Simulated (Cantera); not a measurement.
Charge: 1 mol CS2, a varied amount of H2, held at 13.3 mbar.

Points: T (K) = 1223, 1423, 1623, 1823, 2023, 2223, 2423, 2623, 2823, 3023, 3223; n(H2) (mol) = 0.065, 0.079, 0.096, 0.12, 0.14, 0.17, 0.21, 0.26, 0.32, 0.38.

Cantera's Mixture.equilibrate('TP', solver="vcs", rtol=1e-11, max_steps=5000) on the NASA tables stopped like this:

```
ERROR: FAILURE its = 5001!

*******************************************************************************
CanteraError thrown by MultiPhase::equilibrate:
VCS solver failed. Return code: -1
*******************************************************************************
```

Problem. What got this run through?

Solution. Several could match; the one computed here: The failure is numerical, not chemical. The same input converged with solver="gibbs", rtol=1e-10, max_steps=50000, and the result passed a check of the equilibrium conditions:
```
   1223      0.065  C(gr)
   1223      0.079  C(gr)
   1223      0.096  C(gr)
   1223       0.12  C(gr)
   1223       0.14  C(gr)
   1223       0.17  C(gr)
   1223       0.21  C(gr)
   1223       0.26  C(gr)
   1223       0.32  C(gr)
   1223       0.38  C(gr)
   1423      0.065  C(gr)
   1423      0.079  C(gr)
   1423      0.096  C(gr)
   1423       0.12  C(gr)
   1423       0.14  C(gr)
   1423       0.17  C(gr)
   1423       0.21  C(gr)
   1423       0.26  C(gr)
   1423       0.32  C(gr)
   1423       0.38  C(gr)
   1623      0.065  C(gr)
   1623      0.079  C(gr)
   1623      0.096  C(gr)
   1623       0.12  C(gr)
   1623       0.14  C(gr)
   1623       0.17  C(gr)
   1623       0.21  C(gr)
   1623       0.26  C(gr)
   1623       0.32  C(gr)
   1623       0.38  C(gr)
   1823      0.065  C(gr)
   1823      0.079  C(gr)
   1823      0.096  C(gr)
   1823       0.12  C(gr)
   1823       0.14  C(gr)
   1823       0.17  C(gr)
   1823       0.21  C(gr)
   1823       0.26  C(gr)
   1823       0.32  C(gr)
   1823       0.38  C(gr)
   2023      0.065  gas only
   2023      0.079  gas only
   2023      0.096  gas only
   2023       0.12  gas only
   2023       0.14  gas only
   2023       0.17  gas only
   2023       0.21  gas only
   2023       0.26  gas only
   2023       0.32  gas only
   2023       0.38  gas only
   2223      0.065  gas only
   2223      0.079  gas only
   2223      0.096  gas only
   2223       0.12  gas only
   2223       0.14  gas only
   2223       0.17  gas only
   2223       0.21  gas only
   2223       0.26  gas only
   2223       0.32  gas only
   2223       0.38  gas only
   2423      0.065  gas only
   2423      0.079  gas only
   2423      0.096  gas only
   2423       0.12  gas only
   2423       0.14  gas only
   2423       0.17  gas only
   2423       0.21  gas only
   2423       0.26  gas only
   2423       0.32  gas only
   2423       0.38  gas only
   2623      0.065  gas only
   2623      0.079  gas only
   2623      0.096  gas only
   2623       0.12  gas only
   2623       0.14  gas only
   2623       0.17  gas only
   2623       0.21  gas only
   2623       0.26  gas only
   2623       0.32  gas only
   2623       0.38  gas only
   2823      0.065  gas only
   2823      0.079  gas only
   2823      0.096  gas only
   2823       0.12  gas only
   2823       0.14  gas only
   2823       0.17  gas only
   2823       0.21  gas only
   2823       0.26  gas only
   2823       0.32  gas only
   2823       0.38  gas only
   3023      0.065  gas only
   3023      0.079  gas only
   3023      0.096  gas only
   3023       0.12  gas only
   3023       0.14  gas only
   3023       0.17  gas only
   3023       0.21  gas only
   3023       0.26  gas only
   3023       0.32  gas only
   3023       0.38  gas only
   3223      0.065  gas only
   3223      0.079  gas only
   3223      0.096  gas only
   3223       0.12  gas only
   3223       0.14  gas only
   3223       0.17  gas only
   3223       0.21  gas only
   3223       0.26  gas only
   3223       0.32  gas only
   3223       0.38  gas only
```

The gas is ideal and each condensed phase is pure.
